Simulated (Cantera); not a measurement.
**Diamond growth**

A diamond (100) surface in a fixed gas of H2 with x(CH4) = 0.007, x(CH3) = 2.2e-05, at 1148 K, 0.0100 bar; coverages are run to steady state.

Cantera simulation using the Harris–Goodwin 1993 mechanism for the reconstructed diamond (100) surface; the numbers are that mechanism's predictions, not measurements.

| x(H) | growth (µm/h) | θ c6HH | θ c6H* | θ c6*H | θ c6** | θ c6HM |
|---|---|---|---|---|---|---|
| 0.0001 | 0.00272 | 0.606 | 0.0255 | 0.363 | 0.00550 | 0.000153 |
| 0.0002 | 0.00533 | 0.550 | 0.0288 | 0.411 | 0.00963 | 0.000189 |
| 0.00041 | 0.00909 | 0.515 | 0.0309 | 0.440 | 0.0143 | 0.000219 |
| 0.00083 | 0.0141 | 0.495 | 0.0319 | 0.454 | 0.0182 | 0.000238 |
| 0.0017 | 0.0216 | 0.484 | 0.0324 | 0.462 | 0.0209 | 0.000244 |
| 0.0034 | 0.0335 | 0.479 | 0.0327 | 0.465 | 0.0225 | 0.000237 |
| 0.007 | 0.0536 | 0.476 | 0.0328 | 0.467 | 0.0234 | 0.000214 |
| 0.014 | 0.0815 | 0.475 | 0.0329 | 0.468 | 0.0238 | 0.000176 |
| 0.029 | 0.117 | 0.474 | 0.0330 | 0.469 | 0.0241 | 0.000128 |
θ: site fractions in the mechanism's names (c6HH fully hydrogenated, c6H* and c6*H radical sites, c6** diradical, c6HM methylated).
